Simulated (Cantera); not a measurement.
Feed: 1 mol SiHCl3, 5.2 mol H2, held at 10.0 mbar.

Equilibrium computed with Cantera from the NASA thermochemical tables; the gas is ideal and each condensed phase is pure. Candidate condensed phases: Si; 19 gas species. The tables' values for SiCl3, SiCl are old estimates; treat these amounts as uncertain. Gases not in the tables: Si2H6 and higher silanes. Kinetics and transport are ignored.

x: gas mole fraction; n: condensed amount in mol.

```
T (K)   x H2   x HCl  x SiCl2   x SiCl4  x SiHCl3   x SiCl3  n Si(s)  n Si(l)
-----  -----  ------  -------  --------  --------  --------  -------  -------
1000   0.853  0.0345  0.00238    0.0914    0.0159   0.00300        …        0
1100   0.823  0.0696   0.0120    0.0745    0.0130   0.00800    0.290        0
1200   0.779   0.113   0.0389    0.0456   0.00853    0.0142    0.271        0
1300   0.738   0.147   0.0785    0.0169   0.00385    0.0149        …        0
1400   0.719   0.160    0.106   0.00396   0.00126   0.00992        …        0
1500   0.714   0.162    0.118  0.000848  0.000388   0.00561        …        0
1600   0.713   0.160    0.123  0.000203  0.000131   0.00318        …        0
1700   0.712   0.158    0.126   5.65e-5   4.92e-5   0.00190        0   0.0764
1800   0.705   0.167    0.122   1.98e-5   2.10e-5   0.00122        0    0.104
1900   0.697   0.174    0.118   7.66e-6   9.71e-6  0.000817        0    0.123
```

Task: Fill in the missing entries.

Result: 
- 1000, n Si(s): 0.267
- 1300, n Si(s): 0.200
- 1400, n Si(s): 0.139
- 1500, n Si(s): 0.107
- 1600, n Si(s): 0.0873
